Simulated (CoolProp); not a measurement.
The numbers come from the reference Helmholtz-energy equation of state, Akasaka 2015 in CoolProp.

Task: Give the vapour pressure (MPa), enthalpy of vaporisation (kJ/kg), liquid cp (kJ/(kg K)), surface tension (mN/m) of saturated R245fa at 248.4, 257.4, 270.9 K.

Result: 
| T (K) | p (MPa) | enthalpy of vaporisation (kJ/kg) | liquid cp (kJ/(kg K)) | surface tension (mN/m) |
|---|---|---|---|---|
| 248.4 | 0.0150 | 217 | 1.22 | 20.2 |
| 257.4 | 0.0246 | 213 | 1.23 | 19.0 |
| 270.9 | 0.0480 | 206 | 1.26 | 17.2 |

Surface tension comes from a separate correlation (Mulero 2012).
